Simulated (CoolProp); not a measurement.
Model: reference Helmholtz-energy equation of state, Leachman 2009, in CoolProp.

### Question
For normal hydrogen, give the phase and the cv (kJ/(kg K)), speed of sound (m/s), Joule-Thomson coefficient (K/MPa), viscosity (µPa s) at -240.15 °C and 1.68 MPa; -217.95 °C and 1.68 MPa; -18.95 °C and 1.68 MPa.

### Answer
- -240.15 °C and 1.68 MPa: liquid; cv 6.55, speed of sound 664, Joule-Thomson coefficient 1.22, viscosity 5.65
- -217.95 °C and 1.68 MPa: supercritical; cv 6.43, speed of sound 611, Joule-Thomson coefficient 3.59, viscosity 2.85
- -18.95 °C and 1.68 MPa: supercritical; cv 9.97, speed of sound 1230, Joule-Thomson coefficient -0.212, viscosity 7.99

Viscosity comes from a separate model (Muzny 2013).
